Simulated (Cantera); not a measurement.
Charge: 1 mol Al, 14 mol N₂O, 10 mol N₂, held at 650 °C and 15.0 mbar.

Cantera equilibrium calculation (NASA polynomials, part measured and part estimated; ideal gas, pure solids and liquids). Candidate condensed phases: Al, AlN, Al₂O₃; 16 gas species. Equilibrium is a limit: real reactors are often held back by kinetics, nucleation or transport.

Base state: N₂ 0.793, O₂ 0.207, NO 1.24e-5 (mole fractions); condensed: Al₂O₃(s).

Task: What changes in the equilibrium state with this change: N₂O from 14 to 2.3 mol?

Result: 
| species | before | after |
|---|---|---|
| N₂ | 0.793 | 0.969 |
| O₂ | 0.207 | 0.0315 |
| NO | 1.24e-5 | 5.37e-6 |
| Al₂O₃(s), mol | 0.500 | 0.500 |

Task: What changes in the equilibrium state with this change: temperature from 650 °C to 1975 °C?

Result: 
```json
[
 {"species": "N₂", "before": "0.793", "after": "0.782"},
 {"species": "O₂", "before": "0.207", "after": "0.192"},
 {"species": "NO", "before": "1.24e-5", "after": "0.0134"},
 {"species": "O", "before": "<1e-9", "after": "0.0130"},
 {"species": "Al₂O₃(s), mol", "before": "0.500", "after": "0.500"}
]
```
